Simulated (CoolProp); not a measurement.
Computed with CoolProp (reference Helmholtz-energy equation of state, Lemmon 2006). It is a short technical equation, of lower accuracy than the large ones.

Task: Give the vapour pressure (kPa), liquid density (kg/m³), vapour density (kg/m³), liquid cp (kJ/(kg K)) of saturated carbon monoxide at 106 K.

Result: 
```csv
T (K),p (kPa),liquid density (kg/m³),vapour density (kg/m³),liquid cp (kJ/(kg K))
106,827,672,32.1,2.43
```
